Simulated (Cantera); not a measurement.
A closed system holds: 1 mol SiF₄, 0.11 mol H₂O, 3.4 mol H₂, at 1350 K and 0.00370 bar.

Equilibrium computed with Cantera from the NASA thermochemical tables; the gas is ideal and each condensed phase is pure. Candidate condensed phases: H₂O, Si, SiO₂; 38 gas species. The tables' values for SiF₃, SiF₂ are old estimates; treat these amounts as uncertain. The tables hold silica as quartz up to 1696 K and as liquid above; real silica turns to tridymite and cristobalite and melts near 1996 K. The numbers say what is thermodynamically allowed, not how fast it happens.

Base state: H₂ 0.743, SiF₄ 0.204, HF 0.0504, SiF₃ 0.00200, SiHF₃ 0.000446, H₂O 0.000134, H 3.38e-5, SiO 2.04e-5 (mole fractions); condensed: SiO₂(β-quartz).

Task: What changes in the equilibrium state with this change: 0.42 mol Cl₂ added?

Result: 
| species | before | after |
|---|---|---|
| H₂ | 0.743 | 0.596 |
| SiF₄ | 0.204 | 0.187 |
| HCl | 0 | 0.168 |
| HF | 0.0504 | 0.0461 |
| SiHF₃ | 0.000446 | 0.000358 |
| H₂O | 0.000134 | 0.000117 |
| SiF₂ | 1.50e-5 | 1.32e-5 |
| H | 3.38e-5 | 3.02e-5 |
| SiO₂(β-quartz), mol | 0.0546 | 0.0547 |
